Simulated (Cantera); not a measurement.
What does this Cantera script print?

```python
import numpy as np
import cantera as ct

gas_names = """
    C CN CO CO2 C2 CCN CNC C2N2 C2O C3 C3O2 C4 C4N2 C5 N NCO NO NO2 NO3 N2 N2O O O2 O3 Si SiC SiC2 SiN
    SiO SiO2 Si2 Si2C Si2N Si3
""".split()
cond_names = """
    C(gr) Si(cr) Si(L) SiC(b) SiO2(Lqz) SiO2(hqz) SiO2(L) Si2N2O(s) Si3N4(a)
""".split()


# ... load() reads the species with a 1 bar reference pressure and builds the phases ...
atoms = {
    'Si3N4': {'Si': 3, 'N': 4},
    'CO2': {'C': 1, 'O': 2},
    'N2': {'N': 2},
}
top_T = {'C(gr)': 4500, 'SiC(b)': 3050, 'Si2N2O(s)': 2100, 'Si3N4(a)': 2400}  # K; cautious upper limits of use, not melting points


# ... equilibrate(T, P, feed) seeds the gas with the atoms and calls Mixture.equilibrate('TP', solver="vcs", rtol=1e-11, max_steps=5000) ...
results = []
feed = {'Si3N4': 1, 'CO2': 0.041, 'N2': 890}  # mol
P = 1000  # Pa
for T in [1300, 1350, 1400, 1450, 1500, 1550, 1600, 1650, 1700, 1750, 1800]:
    mix = equilibrate(T, P, feed)
    results.append((T, P, feed, dict(zip(mix.species_names, mix.species_moles))))

top = {s: max(r[3][s] / sum(r[3][g] for g in gas_names) for r in results) for s in gas_names}
cols = sorted((s for s in top if top[s] > 0.001), key=lambda s: -top[s])[:8]
seen = [c for c in cond_names if any(r[3].get(c, 0) > 1e-12 for r in results)]
print("log10 of partial pressures in bar; condensed amounts in mol")
print(f"{'T/K':>10s}" + "".join(f"{s[:9]:>10s}" for s in cols + seen))
for T, P, feed, n in results:
    ng = sum(n[g] for g in gas_names)
    print(f"{T:10.4g}" + "".join(f"{np.log10(max(n[s] / ng * P / 1e5, 1e-99)):10.3f}" for s in cols)
          + "".join(f"{n.get(c, 0):10.4g}" for c in seen))
```

It prints:

```
log10 of partial pressures in bar; condensed amounts in mol
       T/K        N2     C(gr)    SiC(b) Si2N2O(s)  Si3N4(a)
      1300    -2.000   0.01104         0   0.05203    0.9653
      1350    -2.000         0         0   0.04093    0.9727
      1400    -2.000         0         0   0.04053    0.9728
      1450    -2.000         0         0   0.03838    0.9735
      1500    -2.000         0         0   0.02806     0.977
      1550    -2.000         0         0         0    0.9863
      1600    -2.000         0         0         0     0.986
      1650    -2.000         0         0         0    0.9848
      1700    -2.000         0  0.008891         0    0.9737
      1750    -2.000         0   0.02276         0    0.9437
      1800    -2.000         0    0.0292         0     0.861
```

These are equilibrium values from Cantera (NASA tables, ideal gas, pure condensed phases), not measurements of a reactor. Mutual solubility and eutectic melting of coexisting phases are not modelled. The tables' values for SiN are old estimates; treat these amounts as uncertain.
